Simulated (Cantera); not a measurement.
A perfectly stirred reactor is fed with CH4 : N2 = 1 : 41 (molar parts), at 1.01 bar; it is held at 1823 K, and followed from long to short residence time.

Cantera simulation using GRI-Mech 3.0 (53 species, 325 reactions); the numbers are that mechanism's predictions, not measurements. GRI-Mech 3.0 stops at C3 and has no aromatics, soot or wall deposition, so with more carbon than oxygen in the feed, carbon stays in small species such as C2H2 where larger ones or solid carbon would form.

One state of this run: x CH4 = 0.000722; x H = 7.75e-5; x C2H4 = 9.26e-6; x H2 = 0.0337; x HCN = 0.000117. x: mole fraction; the columns are a selection and need not sum to one.

Which value of τ (s) does it belong to?
A. 1.5
B. 3.1
C. 0.15
D. 0.0070

A, 1.5
